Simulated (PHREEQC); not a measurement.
**Reverse-osmosis permeate: an equilibrium model**

Model water analysis in mg/L, 25 °C, pH 6.86, pe 10.8:

```json
[
 {"constituent": "Na", "mg/L": "2.21"},
 {"constituent": "K", "mg/L": "0.0181"},
 {"constituent": "Ca", "mg/L": "0.0256"},
 {"constituent": "Mg", "mg/L": "0.371"},
 {"constituent": "Cl", "mg/L": "0.906"},
 {"constituent": "S(6) as SO4", "mg/L": "0.379"},
 {"constituent": "Alkalinity as HCO3", "mg/L": "5.69"},
 {"constituent": "Cu(2)", "mg/L": "0.00385"},
 {"constituent": "Sr", "mg/L": "0.192"},
 {"constituent": "Ni", "mg/L": "0.00243"},
 {"constituent": "O(0) (dissolved oxygen)", "mg/L": "0.0797"},
 {"constituent": "Br", "mg/L": "0.111"},
 {"constituent": "Zn", "mg/L": "0.0142"}
]
```

Valence states are taken as typed.

Computed with PHREEQC (ion-association model, wateq4f.dat).

Each row changes one thing in this solution. No solid was allowed to form.

```json
[
 {"case": "as made", "HCO3- (mol/kgw)": "9.31e-5", "CO2 (mol/kgw)": "2.85e-5", "Zn+2 (mol/kgw)": "2.12e-7", "Ni+2 (mol/kgw)": "3.36e-8", "CO3-2 (mol/kgw)": "3.30e-8", "Cu(OH)2 (mol/kgw)": "2.72e-8", "SI of Tenorite (CuO)": "-1.51", "SI of Cu(OH)2 (Cu(OH)2)": "-2.53"},
 {"case": "pH from 6.86 to 7.36 at the same alkalinity", "HCO3- (mol/kgw)": "9.27e-5", "CO2 (mol/kgw)": "(withheld)", "Zn+2 (mol/kgw)": "2.05e-7", "Ni+2 (mol/kgw)": "2.43e-8", "CO3-2 (mol/kgw)": "1.04e-7", "Cu(OH)2 (mol/kgw)": "5.18e-8", "SI of Tenorite (CuO)": "-1.23", "SI of Cu(OH)2 (Cu(OH)2)": "-2.25"},
 {"case": "pH from 6.86 to 7.86 at the same alkalinity", "HCO3- (mol/kgw)": "9.16e-5", "CO2 (mol/kgw)": "2.80e-6", "Zn+2 (mol/kgw)": "1.80e-7", "Ni+2 (mol/kgw)": "1.30e-8", "CO3-2 (mol/kgw)": "3.25e-7", "Cu(OH)2 (mol/kgw)": "5.87e-8", "SI of Tenorite (CuO)": "-1.17", "SI of Cu(OH)2 (Cu(OH)2)": "-2.19"},
 {"case": "all concentrations times 3 at the same typed pH", "HCO3- (mol/kgw)": "(withheld)", "CO2 (mol/kgw)": "8.47e-5", "Zn+2 (mol/kgw)": "6.15e-7", "Ni+2 (mol/kgw)": "7.48e-8", "CO3-2 (mol/kgw)": "(withheld)", "Cu(OH)2 (mol/kgw)": "6.87e-8", "SI of Tenorite (CuO)": "-1.10", "SI of Cu(OH)2 (Cu(OH)2)": "-2.12"}
]
```

Problem. What belongs in the gaps?

Solution. 
- pH from 6.86 to 7.36 at the same alkalinity, CO2 (mol/kgw): 8.97e-6
- all concentrations times 3 at the same typed pH, HCO3- (mol/kgw): 0.000280
- all concentrations times 3 at the same typed pH, CO3-2 (mol/kgw): 1.02e-7

Species that the database lacks are ignored. The database's constant for dissolved Cu(OH)2 is higher than later reviews accept. The database's nickel carbonate constants are estimates that later reviews lower a good deal.
